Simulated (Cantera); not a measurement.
Input (Python, Cantera):

```python
import numpy as np
import cantera as ct

gas = ct.Solution("gri30.yaml")
gas.TPX = 1775, 101325, {'CO': 1, 'H2': 0.28, 'CH4': 0.082, 'O2': 1.09, 'N2': 4.09}
reactor = ct.IdealGasConstPressureReactor(gas, energy="on", clone=False)
net = ct.ReactorNet([reactor])
net.rtol, net.atol = 1e-08, 1e-16
show = ['CO', 'H2', 'CH4', 'C2H4', 'HCO', 'NO', 'NO2']
times = np.geomspace(1e-06, 0.8, 13)

steps = ct.SolutionArray(gas, extra=["t"])
rows = []
print(f"{'t/s':>10s}{'T/K':>9s}{'P/Pa':>11s}" + "".join(f"{s:>11s}" for s in show))
for t in times:
    while net.time < t:
        t_next = net.step()
        steps.append(gas.state, t=t_next)
    rows.append([np.interp(t, steps.t, y) for y in (steps.T, steps.P, *steps(*show).X.T)])
    print(f"{t:10.3e}{rows[-1][0]:9.1f}{rows[-1][1]:11.4g}" + "".join(f"{x:11.3e}" for x in rows[-1][2:]))
rate = np.gradient(steps.T, steps.t)
print("integrator steps:", len(steps.t))
if steps.T.max() > steps.T[0] + 200:
    print(f"time of steepest temperature rise: {steps.t[rate.argmax()]:.4e} s")
gas.TPX = 1775, 101325, {'CO': 1, 'H2': 0.28, 'CH4': 0.082, 'O2': 1.09, 'N2': 4.09}
gas.equilibrate("HP")
print(f"equilibrium (HP): T = {gas.T:.1f} K  " + "  ".join(f"{s} {gas[s].X[0]:.3e}" for s in show))
```

Output:

```
       t/s      T/K       P/Pa         CO         H2        CH4       C2H4        HCO         NO        NO2
 1.000e-06   1775.0  1.013e+05  1.529e-01  4.280e-02  1.253e-02  4.086e-13  1.173e-10  1.333e-13  5.269e-19
 3.104e-06   1775.0  1.013e+05  1.529e-01  4.278e-02  1.252e-02  1.678e-10  4.747e-10  2.507e-12  6.536e-17
 9.635e-06   1778.6  1.013e+05  1.526e-01  4.098e-02  1.134e-02  2.489e-06  2.161e-06  8.342e-10  1.773e-13
 2.991e-05   2091.4  1.013e+05  9.968e-02  7.866e-03  1.636e-16  1.495e-24  2.065e-07  1.794e-05  3.604e-09
 9.283e-05   2366.3  1.013e+05  8.399e-02  7.349e-03  3.446e-17  5.285e-25  1.022e-07  1.743e-04  3.637e-08
 2.882e-04   2664.9  1.013e+05  6.997e-02  5.311e-03  4.534e-17  4.567e-25  4.095e-08  1.330e-03  4.229e-07
 8.944e-04   2778.7  1.013e+05  6.177e-02  4.416e-03  8.465e-17  6.102e-25  3.105e-08  6.667e-03  2.559e-06
 2.776e-03   2772.8  1.013e+05  6.138e-02  4.412e-03  8.808e-17  6.249e-25  3.028e-08  1.492e-02  5.625e-06
 8.618e-03   2770.6  1.013e+05  6.129e-02  4.414e-03  8.893e-17  6.284e-25  3.007e-08  1.738e-02  6.512e-06
 2.675e-02   2770.6  1.013e+05  6.129e-02  4.414e-03  8.894e-17  6.284e-25  3.006e-08  1.740e-02  6.520e-06
 8.303e-02   2770.6  1.013e+05  6.129e-02  4.414e-03  8.894e-17  6.284e-25  3.006e-08  1.740e-02  6.520e-06
 2.577e-01   2770.6  1.013e+05  6.129e-02  4.414e-03  8.894e-17  6.284e-25  3.006e-08  1.740e-02  6.520e-06
 8.000e-01   2770.6  1.013e+05  6.129e-02  4.414e-03  8.894e-17  6.284e-25  3.006e-08  1.740e-02  6.520e-06
integrator steps: 1476
time of steepest temperature rise: 1.3567e-05 s
equilibrium (HP): T = 2770.6 K  CO 6.129e-02  H2 4.414e-03  CH4 1.285e-16  C2H4 7.503e-25  HCO 3.006e-08  NO 1.740e-02  NO2 6.520e-06
```

Detailed kinetics in Cantera: GRI-Mech 3.0 (53 species, 325 reactions).
